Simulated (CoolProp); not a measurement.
Vapour-liquid equilibrium of hydrogen sulfide (1) + benzene (2) at 307.9 K; x and y are mole fractions of (1).

Model: multi-fluid Helmholtz-energy mixture model, Lemmon 2006 and Thol 2012; pair parameters Bell 2016, in CoolProp.

| x | bubble pressure, mixture model (bar) | bubble pressure, Raoult's law (bar) | y, mixture model | y, Raoult's law |
|---|---|---|---|---|
| 0.05 | 1.305 | 1.457 | 0.852 | 0.872 |
| 0.2 | 4.547 | 5.241 | 0.960 | 0.970 |
| 0.35 | 7.845 | 9.025 | 0.979 | 0.986 |
| 0.5 | 11.36 | 12.81 | 0.988 | 0.992 |
| 0.65 | 15.16 | 16.59 | 0.993 | 0.996 |
| 0.8 | 19.29 | 20.38 | 0.996 | 0.998 |
| 0.95 | 23.80 | 24.16 | 0.999 | 1.000 |

The largest gap from Raoult's law is -13.2 % in bubble pressure, at x = 0.2. No azeotrope shows between x = 0.05 and 0.95.

The pair parameters rest on a limited set of measurements; away from them the model extrapolates.
